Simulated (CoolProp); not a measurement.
A single-stage vapour-compression cycle with sulfur hexafluoride: evaporating at 248.15 K (dew point), condensing at 281.15 K (bubble point), superheat 2 K, subcooling 2 K, compressor efficiency 0.85, no pressure losses. Each further row changes one setting.

Model: reference Helmholtz-energy equation of state, Guder 2009, in CoolProp.

```json
[
 {"case": "as stated", "cooling COP": "?", "pressure ratio": "2.65", "discharge temperature (K)": "285.7", "refrigerating effect (kJ/kg)": "69.9", "volumetric capacity (kJ/m³)": "3300"},
 {"case": "evaporating temperature 253.15 K", "cooling COP": "6.16", "pressure ratio": "2.25", "discharge temperature (K)": "285.2", "refrigerating effect (kJ/kg)": "72.0", "volumetric capacity (kJ/m³)": "4000"},
 {"case": "condensing temperature 276.15 K", "cooling COP": "6.16", "pressure ratio": "2.32", "discharge temperature (K)": "280.4", "refrigerating effect (kJ/kg)": "75.2", "volumetric capacity (kJ/m³)": "3550"},
 {"case": "subcooling 7 K", "cooling COP": "5.34", "pressure ratio": "2.65", "discharge temperature (K)": "285.7", "refrigerating effect (kJ/kg)": "75.2", "volumetric capacity (kJ/m³)": "3550"},
 {"case": "superheat 12 K", "cooling COP": "5.08", "pressure ratio": "2.65", "discharge temperature (K)": "294.9", "refrigerating effect (kJ/kg)": "?", "volumetric capacity (kJ/m³)": "?"},
 {"case": "compressor efficiency 0.75", "cooling COP": "4.38", "pressure ratio": "2.65", "discharge temperature (K)": "288.0", "refrigerating effect (kJ/kg)": "69.9", "volumetric capacity (kJ/m³)": "3300"}
]
```

Q: What belongs in the gaps?

A: 
- as stated, cooling COP: 4.96
- superheat 12 K, refrigerating effect (kJ/kg): 76.5
- superheat 12 K, volumetric capacity (kJ/m³): 3400
